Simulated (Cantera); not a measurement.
Cantera with NASA thermochemical tables; ideal gases at 1 bar, condensed phases pure. Values are per mole of reaction as written; species without (g) are pure solids or liquids, kept so even where they would boil at 1 bar.

Between 300 and 1023 K, where is each reaction favourable under standard conditions?
- Mg + S → MgS
- C + 2 MgS → 2 Mg + CS₂(g)


- Mg + S → MgS: ΔG° is -341 kJ at 300 K and -321 kJ at 1023 K; it stays negative (K > 1). ΔH° is -365 kJ and ΔS° -43 J/K at 1023 K.
- C + 2 MgS → 2 Mg + CS₂(g): ΔG° is 749 kJ at 300 K and 608 kJ at 1023 K; it stays positive (K < 1). ΔH° is 823 kJ and ΔS° 210 J/K at 1023 K.
